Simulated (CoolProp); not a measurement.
The numbers come from the reference Helmholtz-energy equation of state, Gao 2020 in CoolProp.

Give the vapour pressure (MPa), surface tension (mN/m), vapour viscosity (µPa s), liquid conductivity (mW/(m K)) of saturated ammonia at 312.1 K.


```
T (K)  p (MPa)  surface tension (mN/m)  vapour viscosity (µPa s)  liquid conductivity (mW/(m K))
-----  -------  ----------------------  ------------------------  ------------------------------
312.1     1.51                    17.3                      10.3                             447
```

Viscosity comes from a separate model (Fenghour 1995). Thermal conductivity comes from a separate model (Tufeu 1984). Surface tension comes from a separate correlation (Mulero 2012).
